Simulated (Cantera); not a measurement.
**Thermodynamics of silicon oxide and oxynitride deposition, feed SiF₄ + N₂O + N₂**

Feed: 1 mol SiF₄, 27 mol N₂O, 34 mol N₂, equilibrated at 352 °C and 0.00150 bar.

These are equilibrium values from Cantera (NASA tables, ideal gas, pure condensed phases), not measurements of a reactor. Candidate condensed phases: Si, SiO₂, Si₂N₂O, Si₃N₄; 28 gas species. Equilibrium is a limit: real reactors are often held back by kinetics, nucleation or transport.

```yaml
x(N₂): 0.808
x(O₂): 0.179
x(SiF₄): 0.0132
gas_amount: 75.50 mol
log10 activity of Si(s) (absent): -63.02
```
